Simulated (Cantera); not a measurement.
# Ammonia decomposition in nitride growth gas

A perfectly stirred reactor is fed with NH3 : H2 = 1 : 18 (molar parts), at 0.0263 atm; it is held at 2048 K, and followed from long to short residence time.

Cantera simulation using the gas-phase N/H chemistry of the illustrative SiF4/NH3 mechanism in the Surface Chemkin manual (1991); the numbers are that mechanism's predictions, not measurements. Walls and surfaces, which speed up NH3 decomposition in real reactors, are not modelled.

| τ (s) | x NH3 | x H2 | x N2H2 | x N | x H | x N2H4 |
|---|---|---|---|---|---|---|
| 12 | 0.000776 | 0.966 | 6.75e-9 | 4.32e-6 | 0.00846 | 3.34e-12 |
| 3.3 | 0.00736 | 0.968 | 4.83e-8 | 2.19e-6 | 0.00320 | 4.35e-11 |
| 0.94 | 0.0233 | 0.961 | 1.38e-7 | 1.69e-6 | 0.00199 | 1.72e-10 |
| 0.26 | 0.0402 | 0.952 | 2.28e-7 | 1.49e-6 | 0.00158 | 3.29e-10 |
| 0.074 | 0.0492 | 0.948 | 2.19e-7 | 1.10e-6 | 0.00133 | 3.52e-10 |
| 0.021 | 0.0522 | 0.947 | 7.80e-8 | 3.23e-7 | 0.000863 | 1.67e-10 |
| 0.0059 | 0.0526 | 0.947 | 4.92e-9 | 1.25e-8 | 0.000290 | 1.92e-11 |
| 0.0017 | 0.0526 | 0.947 | 2.82e-10 | 3.06e-10 | 8.41e-5 | 1.63e-12 |
| 0.00047 | 0.0526 | 0.947 | 1.85e-11 | 6.41e-12 | 2.32e-5 | <1e-12 |
x: mole fraction; the columns are a selection and need not sum to one.
